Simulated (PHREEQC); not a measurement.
PHREEQC input (Pitzer model, pitzer.dat):

```
SOLUTION 1
  temp 25
  units mol/kgw
  pH 7 charge
  Cl 0.0049
  Na 1.0469
  S(6) 0.5
  C(4) 0.011
END
USE solution 1
INCREMENTAL_REACTIONS false
REACTION 1
  H2O -1
  0 9.886 18.011 24.689 30.178 34.689 38.397 41.444
  43.949 46.007 47.699 49.089 50.232 51.172 51.944 52.578
  53.1 53.528 53.88 54.17 54.408 54.603 54.764 54.896
  55.005 55.094 55.168 55.228 moles
EQUILIBRIUM_PHASES 1
  Burkeite 0 0
  Halite 0 0
  Mirabilite 0 0
  Nahcolite 0 0
  Natron 0 0
  Thenardite 0 0
  Trona 0 0
SELECTED_OUTPUT 1
  -reset false
  -pH true
  -pe true
  -ionic_strength true
  -water true
  -activities H2O
  -totals C Cl Na S
  -molalities H+ Na+ Cl- CO3-2 SO4-2 OH- HCO3- CO2 HSO4-
  -equilibrium_phases Burkeite Halite Mirabilite Nahcolite Natron Thenardite Trona
PRINT
  -reset false
END
```

Selected output (columns that matter, 19 of 28 rows; water left (kg) added in front):

```
water left (kg)	pH	mu	C	Cl	Na	S	m_H+	m_Na+	m_Cl-	m_CO3-2	la_H2O	Burkeite	Mirabilite	Thenardite
1	12.058	1.5579	0.011	0.0049	1.0469	0.5	1.9801e-12	1.0469	0.0049	0.01096	-0.0085652	0	0	0
0.675514	12.218	2.3062	0.016284	0.0072537	1.5498	0.74018	1.4293e-12	1.5498	0.0072537	0.016248	-0.012222	0	0	0
0.555203	12.301	2.806	0.019813	0.0088256	1.8856	0.90057	1.1845e-12	1.8856	0.0088256	0.019779	-0.014629	0	0	0
0.456314	12.387	3.4141	0.024106	0.010738	2.2943	1.0957	9.5739e-13	2.2943	0.010738	0.024075	-0.017565	0	0	0
0.30824	12.57	5.0541	0.035686	0.015897	3.3964	1.6221	5.5756e-13	3.3964	0.015897	0.03566	-0.025763	0	0	0
0.179364	12.821	6.0071	0.061328	0.027319	4.051	1.8948	2.8032e-13	4.051	0.027319	0.061303	-0.031382	0	0.16015	0
0.122251	12.996	6.0845	0.089979	0.040081	4.1242	1.8703	1.8623e-13	4.1242	0.040081	0.089954	-0.032621	0	0.27136	0
0.0753907	13.223	6.249	0.14591	0.064995	4.2761	1.827	1.0899e-13	4.2761	0.064995	0.14588	-0.03517	0	0.36226	0
0.0121261	14.283	10.487	0.90713	0.40409	7.6759	1.9041	5.3961e-15	7.6759	0.40409	0.90712	-0.093973	0	0.46012	0.016792
0.0121261	14.283	10.487	0.90713	0.40409	7.6759	1.9041	5.3961e-15	7.6759	0.40409	0.90712	-0.093973	0	0.28892	0.18799
0.0121261	14.283	10.487	0.90713	0.40409	7.6759	1.9041	5.3961e-15	7.6759	0.40409	0.90712	-0.093973	0	0.22552	0.25139
0.0121261	14.283	10.487	0.90713	0.40409	7.6759	1.9041	5.3961e-15	7.6759	0.40409	0.90712	-0.093973	0	0.17332	0.30359
0.0121261	14.283	10.487	0.90713	0.40409	7.6759	1.9041	5.3961e-15	7.6759	0.40409	0.90712	-0.093973	0	0.095318	0.38159
0.0121261	14.283	10.487	0.90713	0.40409	7.6759	1.9041	5.3961e-15	7.6759	0.40409	0.90712	-0.093973	0	0.042518	0.43439
0.0121261	14.283	10.487	0.90713	0.40409	7.6759	1.9041	5.3961e-15	7.6759	0.40409	0.90712	-0.093973	0	0.023018	0.45389
0.0121261	14.283	10.487	0.90713	0.40409	7.6759	1.9041	5.3961e-15	7.6759	0.40409	0.90712	-0.093973	0	0.0069182	0.46999
0.00903064	14.46	10.085	0.86109	0.5426	7.6423	1.5814	3.8381e-15	7.6423	0.5426	0.86108	-0.10375	0.0032238	0	0.47927
0.00609403	14.695	9.1032	0.52016	0.80407	7.4308	1.1523	2.3954e-15	7.4308	0.80407	0.52016	-0.11958	0.0078301	0	0.47732
0.00501307	14.834	8.7195	0.35559	0.97745	7.4686	0.89523	1.7653e-15	7.4686	0.97745	0.35559	-0.13331	0.0092174	0	0.47708
```

Species that the database lacks are ignored.
